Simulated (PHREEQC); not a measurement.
Make-up at 25 °C: 150 mmol/kgw Cu(NO3)2, 10 mmol/kgw HNO3 and 31 mmol/kgw NaCl. Closed to the air; pH follows from the charge balance.

Equilibrium calculation in PHREEQC: ion-association model, phreeqc.dat.

Precipitation was switched off in this run.

What pH, activity of water does the model give?

pH 2.12; activity of water 0.991.

In which forms is Cl present?

Cl- 91 %, CuCl+ 9.1 % of the Cl.
